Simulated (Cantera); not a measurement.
A perfectly stirred reactor is fed with CH4 : CO : O2 : N2 : CO2 = 1 : 0.077 : 1.57 : 5.9 : 0.5 (molar parts), at 1280 Torr; it is adiabatic with a 450 K inlet, and is followed from long to short residence time, starting on the burning branch (τ in s: 0.16, 0.041, 0.011, 0.0029, 0.00077, 0.0002, 5.4e-05, 1.4e-05, 3.8e-06).

Cantera simulation using GRI-Mech 3.0 (53 species, 325 reactions); the numbers are that mechanism's predictions, not measurements.

Q: Predict: blow-out, bracketed by the residence times tried; x(CH4) at τ = 0.160 s; x(CO) at τ = 0.160 s; x(O2) at τ = 0.160 s; x(C2H2) at τ = 0.160 s; x(HO2) at τ = 0.160 s; x(CH4) at τ = 0.770 ms; x(CO) at τ = 0.770 ms; x(O2) at τ = 0.770 ms; x(C2H2) at τ = 0.770 ms; x(HO2) at τ = 0.770 ms.

A: 
* **blow-out, bracketed by the residence times tried**: burning at 0.770 ms, out at 0.200 ms
* **x(CH4) at τ = 0.160 s**: 3.38e-5
* **x(CO) at τ = 0.160 s**: 0.0705
* **x(O2) at τ = 0.160 s**: 8.58e-5
* **x(C2H2) at τ = 0.160 s**: 5.46e-7
* **x(HO2) at τ = 0.160 s**: 2.45e-8
* **x(CH4) at τ = 0.770 ms**: 0.000397
* **x(CO) at τ = 0.770 ms**: 0.0723
* **x(O2) at τ = 0.770 ms**: 0.00306
* **x(C2H2) at τ = 0.770 ms**: 1.78e-5
* **x(HO2) at τ = 0.770 ms**: 1.90e-6
